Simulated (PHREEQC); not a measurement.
Consider water at 25 °C with 1.4 mol/kgw LiCl and 3.1 mol/kgw KCl. It is in equilibrium with CO2 at log p = -2 (atm). Otherwise closed; pH follows from the charge balance.

Equilibrium calculation in PHREEQC: Pitzer model, pitzer.dat.

This is a speciation only: nothing precipitates in the calculation.

**Question.** What pH, density does the model give?

**Answer.** pH 4.52; density 1.144 g/cm³.

**Question.** In which forms is C present?

**Answer.** CO2 96 %, HCO3- 4.3 % of the C.

Complexes and solids missing from the database can't appear. In brines, pH and single-ion activities rest on the MacInnes convention.
